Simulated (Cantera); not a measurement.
Equilibrium for halide evaporation, hydrolysis and transport: CuF2 + H2

Feed: 1 mol CuF2, 0.85 mol H2, held at 2050 K and 0.133 bar.

Equilibrium computed with Cantera from the NASA thermochemical tables; the gas is ideal and each condensed phase is pure. Candidate condensed phases: Cu, CuF2; 15 gas species. Kinetics and transport are ignored.

```
Property                                Value
----------------------------------  ---------
x(HF)                                   0.804
x(CuF)                                  0.144
x(Cu)                                  0.0508
x(H2)                                0.000972
x(Cu2)                               0.000248
x(CuF2)                              0.000197
x(H)                                 0.000194
x(F)                                  8.03e-5
n(Cu(l))                            0.588 mol
gas amount                          2.110 mol
log10 activity of CuF2(l) (absent)      -4.79
```
